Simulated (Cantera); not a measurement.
A perfectly stirred reactor is fed with CH₄ : H₂ : CO₂ = 0.045 : 1 : 0.006 (molar parts), at 0.0110 bar; it is held at 2700 K, and followed from long to short residence time.

Cantera simulation using GRI-Mech 3.0 (53 species, 325 reactions); the numbers are that mechanism's predictions, not measurements. GRI-Mech 3.0 stops at C3 and has no aromatics, soot or wall deposition, so with more carbon than oxygen in the feed, carbon stays in small species such as C2H2 where larger ones or solid carbon would form. Radical loss at walls, strong at low pressure, is not modelled.

Question: What does this change do: pressure from 0.0110 bar to 0.0267 bar?

Answer: 
| quantity | before | after |
|---|---|---|
| x(CH₄) at τ = 1.40 s | 1.52e-6 | 2.48e-6 |
| x(H₂) at τ = 1.40 s | 0.630 | 0.699 |
| x(CO₂) at τ = 1.40 s | 1.46e-7 | 7.87e-8 |
| x(H) at τ = 1.40 s | 0.346 | 0.277 |
| x(CH₂) at τ = 1.40 s | 1.27e-5 | 1.11e-5 |
| x(CH₄) at τ = 46.0 ms | 0.000521 | 0.000155 |
| x(H₂) at τ = 46.0 ms | 0.894 | 0.862 |
| x(CO₂) at τ = 46.0 ms | 2.38e-5 | 6.75e-6 |
| x(H) at τ = 46.0 ms | 0.0772 | 0.110 |
| x(CH₂) at τ = 46.0 ms | 0.000105 | 6.96e-5 |

Question: What does this change do: temperature 2700 to 2300 K?

Answer: 
```tsv
quantity	before	after
x(CH₄) at τ = 1.40 s	1.52e-6	0.000169
x(H₂) at τ = 1.40 s	0.630	0.919
x(CO₂) at τ = 1.40 s	1.46e-7	2.44e-6
x(H) at τ = 1.40 s	0.346	0.0530
x(CH₂) at τ = 1.40 s	1.27e-5	1.53e-5
x(CH₄) at τ = 46.0 ms	0.000521	0.00451
x(H₂) at τ = 46.0 ms	0.894	0.946
x(CO₂) at τ = 46.0 ms	2.38e-5	0.000177
x(H) at τ = 46.0 ms	0.0772	0.0203
x(CH₂) at τ = 46.0 ms	0.000105	4.90e-5
```
